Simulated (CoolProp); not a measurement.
A Linde-Hampson liquefier for CF4 (R14): isothermal reversible compression at 320 K from 1 atm to 30 MPa, throttling to 1 atm, return gas leaving the recuperator 10 K below the feed. Each further row changes one setting.

Computed with CoolProp (reference Helmholtz-energy equation of state, Platzer 1990). This equation is an older, rougher fit; its heat capacities, sound speeds and derivatives of the liquid may be far off and weren't checked against measurements.

| case | liquid yield per pass | compression work (kJ/kg of gas) |
|---|---|---|
| as stated | ? | 159 |
| warm-end temperature 350 K | ? | ? |
| warm-end gap 15 K | ? | 159 |

Question: Complete the blanks.

Answer: 
- as stated, liquid yield per pass: 0.226
- warm-end temperature 350 K, liquid yield per pass: 0.172
- warm-end temperature 350 K, compression work (kJ/kg of gas): 179
- warm-end gap 15 K, liquid yield per pass: 0.214
